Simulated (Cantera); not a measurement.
A closed system holds: 1 mol trisilylamine, 2.8 mol N₂, held at 1900 °C and 0.380 bar.

Equilibrium computed with Cantera from the NASA thermochemical tables; the gas is ideal and each condensed phase is pure. Candidate condensed phases: Si, Si₃N₄; 18 gas species. The feed counts by its element totals alone. The tables' values for SiN are old estimates; treat these amounts as uncertain. Gases not in the tables: Si₂H₆ and higher silanes. The numbers say what is thermodynamically allowed, not how fast it happens.

Base state: H₂ 0.572, N₂ 0.421, H 0.00592, Si 0.000744, SiH 0.000162, SiH₂ 0.000150, Si₂N 5.99e-5, SiN 5.31e-5 (mole fractions); condensed: Si(l).

Question: What changes in the equilibrium state with this change: temperature from 1900 °C to 952 °C?

Answer: 
```csv
species,before,after
H₂,0.572,0.776
N₂,0.421,0.224
NH₃,1.64e-6,2.10e-5
H,0.00592,4.45e-7
Si,0.000744,<1e-9
SiH,0.000162,<1e-9
SiH₂,0.000150,<1e-9
"Si(l), mol",2.99,0
"Si₃N₄(s), mol",0,1.00
```
